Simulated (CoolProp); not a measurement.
Vapour-liquid equilibrium of methane (1) + ethane (2) at 269 kPa; x and y are mole fractions of (1).

The numbers come from the multi-fluid Helmholtz-energy mixture model, Setzmann 1991 and Bücker 2006; pair parameters Kunz 2012 in CoolProp.

```csv
x,bubble temperature (K),y at the bubble point,dew temperature at overall composition x (K),liquid density (mol/L)
0.05,183.1,0.652,203.6,18.31
0.15,158.3,0.934,201.1,19.75
0.25,147.1,0.976,198.3,20.66
0.35,140.7,0.988,195.2,21.40
0.45,136.5,0.993,191.7,22.07
0.55,133.5,0.996,187.8,22.68
0.65,131.2,0.997,183.1,23.27
0.75,129.2,0.998,177.3,23.84
0.85,127.5,0.999,169.3,24.36
0.95,125.8,1.000,154.9,24.85
```

No azeotrope shows between x = 0.05 and 0.95.

Pair parameters are fitted to limited data, so mixtures are less certain than the pure fluids. The gap from Raoult's law changes sign with composition, which may be real or a fault of the pair parameters; it wasn't checked against measurements.
